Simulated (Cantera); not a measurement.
**Ignition delay**

Mixture: 6.75 % CH₄, 0.743 % C₂H₆, 11.5 % O₂, 62.1 % N₂, 18.9 % H₂O, equivalence ratio 1.4, at 7500 Torr, adiabatic and at constant pressure. Ignition delay is the time to a rise of 400 K.

Computed with Cantera and GRI-Mech 3.0 (53 species, 325 reactions).

```csv
T0 (K),delay (ms)
1275,0.645
1325,0.421
1375,0.284
1425,0.194
1475,0.133
1525,0.0913
1575,0.0626
```

```yaml
apparent activation energy between 1475 and 1575 K: 150 kJ/mol
```
